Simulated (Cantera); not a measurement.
Mixture: CO : H₂ : CH₄ : O₂ : N₂ = 1 : 0.049 : 0.03 : 0.779 : 2.93 (molar parts), equivalence ratio 0.75, at 57000 Pa, adiabatic and at constant volume. Ignition delay is the time to a rise of 400 K.

Detailed kinetics in Cantera: GRI-Mech 3.0 (53 species, 325 reactions). Where the delays flatten at high temperature, the 400 K rule measures the pace of heat release, not the induction time.

### Question
Predict: delay at 1200 K; delay at 1400 K; delay at 1600 K; delay at 1800 K.

### Answer
| Property | Result |
|---|---|
| delay at 1200 K | 0.314 ms |
| delay at 1400 K | 0.175 ms |
| delay at 1600 K | 0.141 ms |
| delay at 1800 K | 0.149 ms |
